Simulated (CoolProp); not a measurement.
A Linde-Hampson liquefier for carbon monoxide: isothermal reversible compression at 230 K from 1 atm to 15 MPa, throttling to 1 atm, return gas leaving the recuperator 2 K below the feed. Each further row changes one setting.

Values from CoolProp's reference Helmholtz-energy equation of state, Lemmon 2006. It is a short technical equation, of lower accuracy than the large ones.

```
case                        liquid yield per pass  compression work (kJ/kg of gas)
--------------------------  ---------------------  -------------------------------
as stated                                   0.147                              330
high pressure 30 MPa                            ?                              376
warm-end temperature 260 K                      ?                                ?
warm-end gap 7 K                                ?                              330
```

**Question.** Fill in the missing entries.

**Answer.** 
- high pressure 30 MPa, liquid yield per pass: 0.201
- warm-end temperature 260 K, liquid yield per pass: 0.102
- warm-end temperature 260 K, compression work (kJ/kg of gas): 379
- warm-end gap 7 K, liquid yield per pass: 0.135
